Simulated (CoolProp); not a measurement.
Vapour-liquid equilibrium of dimethyl carbonate (1) + n-heptane (2) at 0.11 MPa; x and y are mole fractions of (1).

Values from CoolProp's multi-fluid Helmholtz-energy mixture model, Zhou 2011 and Span 2003; pair parameters Bell 2016.

| x | bubble temperature (°C) | y at the bubble point | dew temperature at overall composition x (°C) | liquid density (mol/L) |
|---|---|---|---|---|
| 0.05 | 96.4 | ___ | ___ | 6.272 |
| 0.125 | 91.6 | 0.323 | 97.6 | ___ |
| 0.2 | 88.6 | 0.417 | 95.4 | 6.767 |
| 0.275 | 86.8 | 0.479 | 93.1 | 7.022 |
| 0.35 | 85.7 | 0.521 | 90.7 | 7.293 |
| 0.425 | 85.1 | 0.552 | 88.4 | 7.582 |
| 0.5 | 84.8 | 0.576 | 86.3 | 7.894 |
| 0.575 | 84.6 | 0.598 | 84.8 | 8.234 |
| 0.65 | 84.6 | 0.619 | 84.9 | ___ |
| 0.725 | 84.8 | 0.646 | 86.2 | 9.009 |
| 0.8 | 85.4 | 0.684 | 87.9 | 9.450 |
| 0.875 | 86.7 | 0.747 | 89.7 | 9.926 |
| 0.95 | 89.4 | 0.862 | ___ | 10.43 |

**Question.** Fill in the missing entries.

**Answer.** 
- 0.05, y at the bubble point: 0.166
- 0.05, dew temperature at overall composition x (°C): 99.8
- 0.125, liquid density (mol/L): 6.519
- 0.65, liquid density (mol/L): 8.604
- 0.95, dew temperature at overall composition x (°C): 91.5

y crosses x between x = 0.575 and 0.65: the model has an azeotrope there.

Pair parameters are fitted to limited data, so mixtures are less certain than the pure fluids.
